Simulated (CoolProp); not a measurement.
Saturation properties of methanol (Tc = 513.4 K, pc = 82.16 bar, ω = 0.565).

The numbers come from the reference Helmholtz-energy equation of state, de Reuck 1993 in CoolProp.

| T (K) | p (bar) | enthalpy of vaporisation (kJ/kg) | liquid cp (kJ/(kg K)) | surface tension (mN/m) | liquid viscosity (µPa s) | liquid conductivity (mW/(m K)) |
|---|---|---|---|---|---|---|
| 400.9 | 7.927 | 941.6 | 3.503 | 12.8 | 170 | 180 |
| 405.9 | 9.051 | 924.8 | 3.572 | 12.3 | 162 | 179 |
| 411 | 10.32 | 906.8 | 3.646 | 11.8 | 154 | 178 |
| 416 | 11.71 | 888.2 | 3.722 | 11.2 | 147 | 177 |
| 421 | 13.23 | 868.8 | 3.803 | 10.7 | 140 | 177 |
| 426 | 14.91 | 848.4 | 3.889 | 10.1 | 134 | 176 |
| 431.1 | 16.79 | 826.7 | 3.983 | 9.53 | 127 | 175 |
| 436.1 | 18.81 | 804.5 | 4.082 | 8.96 | 121 | 174 |
| 441.1 | 21.01 | 781.6 | 4.189 | 8.37 | 116 | 173 |
| 446.1 | 23.42 | 757.9 | 4.307 | 7.78 | 110 | 172 |
| 451.2 | 26.08 | 733.3 | 4.439 | 7.17 | 105 | 171 |
| 456.2 | 28.91 | 708.8 | 4.585 | 6.57 | 99.3 | 170 |
| 461.2 | 31.97 | 684.0 | 4.750 | 5.96 | 94.3 | 170 |

It boils at 337.6 K under 1 atm.

Viscosity comes from a separate model (Xiang 2006). Thermal conductivity comes from a separate model (Sykioti 2013). Surface tension comes from a separate correlation (Mulero 2012).
